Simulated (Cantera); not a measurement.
A closed system holds: 1 mol Ta(OEt)5, 4 mol H2O, at 1.10e-6 bar.

Cantera equilibrium calculation (NASA polynomials, part measured and part estimated; ideal gas, pure solids and liquids). Candidate condensed phases: C, C6H6, C7H8, C8H18, H2O, Ta, TaC, Ta2O5; 113 gas species. The feed counts by its element totals alone. TaC: taken at fixed stoichiometry. Condensed phases not in the tables: Ta2C. Rates play no part. All values below are at 2400 K.

Base state: H 0.782, CO 0.215, H2 0.00266, C 8.80e-5, Ta 7.18e-5 (mole fractions); condensed: TaC(s).

### Question
What changes in the equilibrium state with this change: H2O from 4 to 1 mol?

### Answer
```
species       before     after
-----------  -------  --------
H              0.782     0.779
CO             0.215     0.174
C            8.80e-5    0.0218
C3           1.29e-9    0.0197
Ta           7.18e-5   2.89e-7
C2           4.79e-8   0.00295
C2H          1.86e-9  0.000114
TaC(s), mol    0.997     1.000
```
